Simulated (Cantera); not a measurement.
**Stirred combustor or abatement burner**

A perfectly stirred reactor is fed with 2.14 % C3H8, 20.5 % O2, 77.3 % N2, at 18.0 bar; it is adiabatic with a 325 K inlet, and is followed from long to short residence time, starting on the burning branch (τ in s: 0.4, 0.16, 0.066, 0.027, 0.011, 0.0044, 0.0018, 0.00073, 0.0003, 0.00012, 4.9e-05, 2e-05).

Detailed kinetics in Cantera: GRI-Mech 3.0 (53 species, 325 reactions). GRI-Mech 3.0 was tuned for natural gas; its chemistry of propane as a main component is partial and can be far from experiment. The pressure lies above the range GRI-Mech 3.0 was tuned for (to about 10 atm).

```
τ (s)    T (K)   x C3H8    x O2   x CO2     x C2H      x O
-------  -----  -------  ------  ------  --------  -------
0.40      1569  3.73e-7  0.0966  0.0627  1.80e-11  1.25e-6
0.16      1569  8.26e-7  0.0967  0.0626  4.00e-11  1.75e-6
0.066     1567  1.76e-6  0.0967  0.0625  8.25e-11  2.58e-6
0.027     1565  3.80e-6  0.0969  0.0622  1.60e-10  3.94e-6
0.011     1560  8.54e-6  0.0972  0.0616  2.79e-10  6.18e-6
0.0044    1545  2.15e-5  0.0982  0.0599  3.91e-10  9.73e-6
0.0018    1495  7.48e-5   0.101  0.0540  3.14e-10  1.21e-5
0.00073    325   0.0214   0.205  <1e-12    <1e-12   <1e-12
0.00030    325   0.0214   0.205  <1e-12    <1e-12   <1e-12
0.00012    325   0.0214   0.205  <1e-12    <1e-12   <1e-12
4.9e-5     325   0.0214   0.205  <1e-12    <1e-12   <1e-12
2.0e-5     325   0.0214   0.205  <1e-12    <1e-12   <1e-12
```
x: mole fraction; the columns are a selection and need not sum to one.
